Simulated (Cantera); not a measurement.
An adiabatic, constant-volume homogeneous reactor starts with H2 : O2 : N2 = 1 : 1.16 : 4.37 (molar parts), at 1648 K and 280000 Pa. Integrator tolerance rtol = 1e-08.

Computed with Cantera and GRI-Mech 3.0 (53 species, 325 reactions). The hydrogen kinetics of GRI-Mech 3.0 are dated; newer H2 mechanisms differ, most at raised pressure.

**Question.** What does this change do: N2 4.37 to 5.5 parts?

**Answer.** 
| quantity | before | after |
|---|---|---|
| time of steepest temperature rise | 3.48 µs | 4.12 µs |
| temperature at 2.00 s | 2710 K | 2603 K |
| equilibrium temperature | 2710 K | 2603 K |
| x(H2) at 2.00 s | 0.00365 (gas-phase equilibrium 0.00365) | 0.00218 (gas-phase equilibrium 0.00218) |
| x(O2) at 2.00 s | 0.0929 (gas-phase equilibrium 0.0929) | 0.0798 (gas-phase equilibrium 0.0798) |
| x(N2O) at 2.00 s | 2.24e-6 (gas-phase equilibrium 2.24e-6) | 1.84e-6 (gas-phase equilibrium 1.84e-6) |
| x(OH) at 2.00 s | 0.0185 (gas-phase equilibrium 0.0185) | 0.0124 (gas-phase equilibrium 0.0124) |
| x(NO2) at 2.00 s | 2.04e-5 (gas-phase equilibrium 2.04e-5) | 1.67e-5 (gas-phase equilibrium 1.67e-5) |
| x(NO) at 2.00 s | 0.0204 (gas-phase equilibrium 0.0204) | 0.0166 (gas-phase equilibrium 0.0166) |
| x(H) at 2.00 s | 0.00173 (gas-phase equilibrium 0.00173) | 0.000898 (gas-phase equilibrium 0.000898) |

**Question.** What does this change do: 0.46 parts NO added?

**Answer.** 
```json
[
 {"quantity": "time of steepest temperature rise", "before": "3.48 µs", "after": "3.59 µs"},
 {"quantity": "temperature at 2.00 s", "before": "2710 K", "after": "2775 K"},
 {"quantity": "equilibrium temperature", "before": "2710 K", "after": "2775 K"},
 {"quantity": "x(H2) at 2.00 s", "before": "0.00365 (gas-phase equilibrium 0.00365)", "after": "0.00377 (gas-phase equilibrium 0.00377)"},
 {"quantity": "x(O2) at 2.00 s", "before": "0.0929 (gas-phase equilibrium 0.0929)", "after": "0.116 (gas-phase equilibrium 0.116)"},
 {"quantity": "x(N2O) at 2.00 s", "before": "2.24e-6 (gas-phase equilibrium 2.24e-6)", "after": "2.72e-6 (gas-phase equilibrium 2.72e-6)"},
 {"quantity": "x(OH) at 2.00 s", "before": "0.0185 (gas-phase equilibrium 0.0185)", "after": "0.0218 (gas-phase equilibrium 0.0218)"},
 {"quantity": "x(NO2) at 2.00 s", "before": "2.04e-5 (gas-phase equilibrium 2.04e-5)", "after": "2.65e-5 (gas-phase equilibrium 2.65e-5)"},
 {"quantity": "x(NO) at 2.00 s", "before": "0.0204 (gas-phase equilibrium 0.0204)", "after": "0.0247 (gas-phase equilibrium 0.0247)"},
 {"quantity": "x(H) at 2.00 s", "before": "0.00173 (gas-phase equilibrium 0.00173)", "after": "0.00220 (gas-phase equilibrium 0.00220)"}
]
```
